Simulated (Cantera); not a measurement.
Charge: 1 mol B2H6, 0.24 mol H2O, 1.2 mol N2, at 2075 K and 0.190 bar.

These are equilibrium values from Cantera (NASA tables, ideal gas, pure condensed phases), not measurements of a reactor. Candidate condensed phases: B, BN, B2O3, B3O3H3, H2O; 39 gas species. The feed counts by its element totals alone. The tables' values for BH2 are old estimates; treat these amounts as uncertain. The numbers say what is thermodynamically allowed, not how fast it happens.

**Question.** What is the equilibrium state?

**Answer.** 
```json
{
  "x(H2)": "0.853",
  "x(N2)": "0.0855",
  "x(HBO)": "0.0440",
  "x(H)": "0.00564",
  "x(B2O2)": "0.00555",
  "x(BO)": "0.00394",
  "x(HBO2)": "0.00128",
  "x(B2O3)": "0.00109",
  "x(H2O)": "0.000177",
  "n(BN(s))": "1.77 mol",
  "gas_amount": "3.688 mol",
  "log10 activity of B(s) (absent)": "-0.84"
}
```
